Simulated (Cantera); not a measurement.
An adiabatic, constant-volume homogeneous reactor starts with 5.00 % C3H8, 25.0 % O2, 70.0 % N2, equivalence ratio 1.0, at 1275 K and 1.00 atm.

Model: GRI-Mech 3.0 (53 species, 325 reactions), integrated in Cantera. GRI-Mech 3.0 was tuned for natural gas; its chemistry of propane as a main component is partial and can be far from experiment. Above 3000 K some thermodynamic fits are extrapolated.

Predict: time of steepest temperature rise; temperature at 0.300 s; equilibrium temperature; x(O2) at 0.300 s; x(N2O) at 0.300 s; x(NO2) at 0.300 s; x(H) at 0.300 s.


```
Quantity                                                             Value
---------------------------------  ---------------------------------------
time of steepest temperature rise                                  1.16 ms
temperature at 0.300 s                                              2989 K
equilibrium temperature                                             2989 K
x(O2) at 0.300 s                     0.0289 (gas-phase equilibrium 0.0289)
x(N2O) at 0.300 s                  1.26e-6 (gas-phase equilibrium 1.26e-6)
x(NO2) at 0.300 s                  5.47e-6 (gas-phase equilibrium 5.47e-6)
x(H) at 0.300 s                      0.0136 (gas-phase equilibrium 0.0136)
```
